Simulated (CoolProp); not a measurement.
Propane along the isotherm 138.25 °C: density (kg/m³) from the reference equation and from simpler models built on Tc = 96.7 °C, pc = 4251 kPa, ω = 0.152; each cubic takes its own stable root.

Computed with CoolProp (reference Helmholtz-energy equation of state, Lemmon 2009).

```
p (kPa)          phase  reference  ideal gas  van der Waals  Redlich-Kwong  Soave-Redlich-Kwong  Peng-Robinson
-------  -------------  ---------  ---------  -------------  -------------  -------------------  -------------
759                gas      10.24      9.785          10.22          10.25                10.23          10.30
1520               gas      21.55      19.59          21.48          21.62                21.53          21.82
2280               gas      34.17      29.39          34.05          34.36                34.12          34.80
3040               gas      48.53      39.19          48.45          48.91                48.36          49.70
3800               gas      65.23      48.99          65.54          65.93                64.80          67.10
4550     supercritical      84.96      58.66          86.66          86.19                83.93          87.58
5310     supercritical      109.7      68.45          115.9          111.8                107.3          112.8
6070     supercritical      141.3      78.25          157.4          144.4                135.7          143.6
6830     supercritical      180.6      88.05          194.2          181.5                168.0          178.7
7590     supercritical      221.6      97.85          216.8          214.7                199.3          213.0
8350     supercritical      255.4      107.6          232.0          240.4                225.4          242.4
9110     supercritical      280.5      117.4          243.5          260.3                246.5          266.2
9870     supercritical      299.4      127.2          252.8          276.3                263.6          285.8
10600    supercritical      313.7      136.6          260.3          289.2                277.4          301.7
```
